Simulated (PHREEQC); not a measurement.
Consider water at 25 °C with 0.065 mol/kgw NH4HF2 and 6.2e-05 mol/kgw (NH4)2SiF6. Closed to the air; pH follows from the charge balance.

The numbers come from PHREEQC with the ion-association model, wateq4f.dat.

```csv
quantity,before,after
pH,3.17,3.32
ionic strength (mol/kgw),0.0660,0.0658
F- (mol/kgw),0.0561,0.0541
HF2- (mol/kgw),0.00966,0.0115
H2F2 (mol/kgw),0.00517,0.00239
SI of Quartz (SiO2),-9.98,-8.70
```

Task: Which change was made?
A) temperature from 25 to 50 °C
B) (NH4)2SiF6 from 6.2e-05 to 1.24e-05 mol/kgw
C) NH4HF2 from 0.065 to 0.0975 mol/kgw
D) diluted 2-fold with water

Result: A, temperature from 25 to 50 °C

Precipitation was switched off in this run. wateq4f.dat counts part of the HF as a dimer, H2F2, which phreeqc.dat doesn't know; its constant is uncertain. Away from 25 °C the constants follow the database's enthalpies or fits; those with neither stay at their 25 °C values. SiF6-2 is the database's only silicon fluoride.
